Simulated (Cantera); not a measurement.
Charge: 1 mol C₂H₂, 1.9 mol CO₂, at 2800000 Pa.

Cantera equilibrium calculation (NASA polynomials, part measured and part estimated; ideal gas, pure solids and liquids). Candidate condensed phases: C, C₆H₆, C₇H₈, C₈H₁₈, H₂O; 110 gas species. Kinetics and transport are ignored.

x: gas mole fraction; n: condensed amount in mol.

```csv
T (K),x CO,x H₂,x H,x C₂H₂ (acetylene),x H₂O,x CO₂,n C(graphite)
1925,0.791,0.207,8.21e-5,9.46e-5,0.000732,…,0.103
2025,0.791,0.207,0.000165,0.000187,0.000487,…,0.100
2125,0.791,0.207,0.000312,0.000347,0.000337,…,0.0976
2225,0.791,0.207,0.000556,0.000606,0.000241,…,0.0946
2325,0.791,0.206,0.000944,0.00101,0.000177,…,0.0903
2425,0.791,0.205,0.00153,0.00160,0.000134,…,0.0843
2525,0.791,0.204,0.00239,0.00245,0.000103,…,0.0759
2625,0.790,0.202,0.00361,0.00361,8.10e-5,…,0.0642
2725,0.790,0.200,0.00527,0.00514,6.45e-5,…,0.0486
2825,0.789,0.196,0.00747,0.00711,5.20e-5,…,0.0282
2925,0.788,0.192,0.0103,0.00955,4.23e-5,…,0.00198
```

Question: Some entries are withheld; supply them.

Answer: 
- 1925, x CO₂: 0.000651
- 2025, x CO₂: 0.000399
- 2125, x CO₂: 0.000256
- 2225, x CO₂: 0.000172
- 2325, x CO₂: 0.000120
- 2425, x CO₂: 8.62e-5
- 2525, x CO₂: 6.39e-5
- 2625, x CO₂: 4.85e-5
- 2725, x CO₂: 3.76e-5
- 2825, x CO₂: 2.98e-5
- 2925, x CO₂: 2.40e-5
